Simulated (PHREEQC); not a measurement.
PHREEQC input (Pitzer model, pitzer.dat):

```
SOLUTION 1
  temp 25
  units mol/kgw
  pH 7 charge
END
SELECTED_OUTPUT 1
  -reset false
  -pH true
  -pe true
  -ionic_strength true
  -water true
  -totals Na S
  -molalities H+ Na+ SO4-2 OH- HSO4-
  -equilibrium_phases Mirabilite
  -saturation_indices Thenardite
PRINT
  -reset false
USE solution 1
REACTION_PRESSURE 1
  1 50 100 200 300 400 500 600 800 1000
EQUILIBRIUM_PHASES 1
  Mirabilite 0 30
END
```

Selected output (columns that matter, 10 of 10 rows; P (atm) added in front):

```
P (atm)	pH	mu	Na	S	m_H+	m_Na+	m_SO4-2	m_OH-	Mirabilite	si_Thenardite
1	7.3926	5.8574	3.9049	1.9525	7.6103e-08	3.9049	1.9525	4.3305e-07	26.988	-0.651
50	7.3831	5.8642	3.9095	1.9547	7.7608e-08	3.9095	1.9547	4.3461e-07	26.983	-0.6651
100	7.374	5.8634	3.9089	1.9545	7.9144e-08	3.9089	1.9545	4.3657e-07	26.983	-0.6792
200	7.3574	5.844	3.896	1.948	8.2199e-08	3.896	1.948	4.4148e-07	26.999	-0.7061
300	7.3427	5.8061	3.8707	1.9354	8.5213e-08	3.8707	1.9354	4.4762e-07	27.029	-0.7314
400	7.3296	5.7545	3.8363	1.9182	8.8162e-08	3.8363	1.9182	4.5489e-07	27.069	-0.7548
500	7.318	5.6934	3.7956	1.8978	9.1024e-08	3.7956	1.8978	4.6323e-07	27.116	-0.7762
600	7.3076	5.626	3.7506	1.8753	9.3778e-08	3.7506	1.8753	4.7256e-07	27.168	-0.7957
800	7.2903	5.4825	3.655	1.8275	9.8868e-08	3.655	1.8275	4.9394e-07	27.275	-0.8284
1000	7.2765	5.3459	3.5639	1.782	1.0328e-07	3.5639	1.782	5.1869e-07	27.375	-0.8523
```

Complexes and solids missing from the database can't appear.
